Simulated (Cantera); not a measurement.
Feed: 1 mol C2H2, 0.51 mol H2, at 1100 K and 6.50 bar.

Cantera equilibrium calculation (NASA polynomials, part measured and part estimated; ideal gas, pure solids and liquids). Candidate condensed phases: C, C6H6, C7H8, C8H18; 76 gas species. Kinetics and transport are ignored.

Base state: H2 0.837, CH4 0.163, C2H6 1.25e-5 (mole fractions); condensed: C(graphite).

**Question.** What changes in the equilibrium state with this change: temperature from 1100 K to 2625 K?

**Answer.** 
```tsv
species	before	after
H2	0.837	0.965
C2H2 (acetylene)	1.11e-8	0.0172
H	9.28e-9	0.0164
CH4	0.163	0.000750
C4H2	<1e-9	0.000128
C2H	<1e-9	2.70e-5
C2H2 (vinylidene)	<1e-9	2.01e-5
C3H3 (propargyl)	<1e-9	1.05e-5
C(graphite), mol	1.79	1.94
```

**Question.** What changes in the equilibrium state with this change: temperature from 1100 K to 650 K?

**Answer.** 
```
species            before    after
----------------  -------  -------
CH4                 0.163    0.926
H2                  0.837   0.0740
C2H6              1.25e-5  1.99e-5
C(graphite), mol     1.79     1.27
```
